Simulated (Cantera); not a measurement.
**Equilibrium for fluorocarbon and chlorocarbon gases: CH2F2 + HCl**

Input: 1 mol CH2F2, a varied amount of HCl, equilibrated at 2475 K and 0.700 bar.

These are equilibrium values from Cantera (NASA tables, ideal gas, pure condensed phases), not measurements of a reactor. Candidate condensed phases: C, C6H6, C7H8, C8H18; 118 gas species. Kinetics and transport are ignored.

From 0.05 mol HCl to 2.3 mol HCl the condensed part is C(graphite). The main C-bearing gas is CF2 at 0.05 mol HCl and C2H2 (acetylene) at 2.3 mol HCl.

```json
[
 {"n(HCl) (mol)": "0.05", "x HF": "0.970", "x HCl": "0.0180", "x Cl": "0.00630", "x H2": "0.00296", "n C(graphite)": "1.000"},
 {"n(HCl) (mol)": "0.094", "x HF": "0.948", "x HCl": "0.0347", "x Cl": "0.00990", "x H2": "0.00445", "n C(graphite)": "1.000"},
 {"n(HCl) (mol)": "0.18", "x HF": "0.908", "x HCl": "0.0665", "x Cl": "0.0153", "x H2": "0.00683", "n C(graphite)": "1.000"},
 {"n(HCl) (mol)": "0.34", "x HF": "0.843", "x HCl": "0.121", "x Cl": "0.0227", "x H2": "0.0102", "n C(graphite)": "0.999"},
 {"n(HCl) (mol)": "0.65", "x HF": "0.741", "x HCl": "0.208", "x Cl": "0.0326", "x H2": "0.0148", "n C(graphite)": "0.999"},
 {"n(HCl) (mol)": "1.2", "x HF": "0.610", "x HCl": "0.322", "x Cl": "0.0435", "x H2": "0.0199", "n C(graphite)": "0.998"},
 {"n(HCl) (mol)": "2.3", "x HF": "0.451", "x HCl": "0.463", "x Cl": "0.0552", "x H2": "0.0255", "n C(graphite)": "0.997"}
]
```
x: gas mole fraction; n: condensed amount in mol.
